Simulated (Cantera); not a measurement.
A closed system holds: 1 mol SiH4, 0.26 mol O3, 28 mol H2, equilibrated at 1277 °C.

Method: chemical equilibrium by Gibbs-energy minimisation in Cantera with the NASA 1993 tables (ideal gas, pure condensed phases). Candidate condensed phases: H2O, Si, SiO2; 18 gas species. Mutual solubility and eutectic melting of coexisting phases are not modelled. The tables hold silica as quartz up to 1696 K and as liquid above; real silica turns to tridymite and cristobalite and melts near 1996 K. The numbers say what is thermodynamically allowed, not how fast it happens.

Which condensed phases are stable at each of these points (P (Pa)): 5, 15, 45, 140, 410, 1200, 3700, 11000, 33000, 100000?


```json
[
 {"P (Pa)": "5", "condensed phases": "Si(s)", "Si condensed (%)": "19.9"},
 {"P (Pa)": "15", "condensed phases": "Si(s)", "Si condensed (%)": "21.3"},
 {"P (Pa)": "45", "condensed phases": "Si(s)", "Si condensed (%)": "21.8"},
 {"P (Pa)": "140", "condensed phases": "Si(s)", "Si condensed (%)": "21.9"},
 {"P (Pa)": "410", "condensed phases": "Si(s)", "Si condensed (%)": "22.0"},
 {"P (Pa)": "1200", "condensed phases": "Si(s)", "Si condensed (%)": "22.0"},
 {"P (Pa)": "3700", "condensed phases": "Si(s)", "Si condensed (%)": "22.0"},
 {"P (Pa)": "11000", "condensed phases": "Si(s) + SiO2(β-quartz)", "Si condensed (%)": "65.5"},
 {"P (Pa)": "33000", "condensed phases": "Si(s) + SiO2(β-quartz)", "Si condensed (%)": "88.6"},
 {"P (Pa)": "100000", "condensed phases": "Si(s) + SiO2(β-quartz)", "Si condensed (%)": "96.2"}
]
```

From 5.00 Pa to 37.0 mbar the condensed part is Si(s). From 0.110 bar to 1.00 bar the condensed part is Si(s) + SiO2(β-quartz).
